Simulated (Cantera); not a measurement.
Charge: 1 mol Na2CO3, 0.32 mol H2S, 9.2 mol O2, 2.1 mol SO2, at 1500 K and 13.3 mbar.

Method: chemical equilibrium by Gibbs-energy minimisation in Cantera with the NASA 1993 tables (ideal gas, pure condensed phases). Rates play no part.

| species | before | after |
|---|---|---|
| O2 | 0.747 | 0.772 |
| SO2 | 0.129 | 0.117 |
| CO2 | 0.0909 | 0.0915 |
| H2O | 0.0287 | 0.0162 |
| Na2SO4 | 0.00255 | 0.00255 |
| OH | 0.000169 | 0.000128 |
| NaOH | 0.000583 | 0.000456 |
| SO3 | 0.000481 | 0.000444 |
| Na | 0.000114 | 0.000118 |
| O | 3.04e-5 | 3.08e-5 |
| Na2SO4(l), mol | 0.968 | 0.969 |
Gas species are given as mole fractions.

Q: What was changed between the two runs?
A) H2S from 0.32 to 0.18 mol
B) temperature from 1500 K to 923.15 K
C) temperature from 1500 K to 1600 K
D) pressure from 13.3 mbar to 7.60 bar

A: A, H2S from 0.32 to 0.18 mol
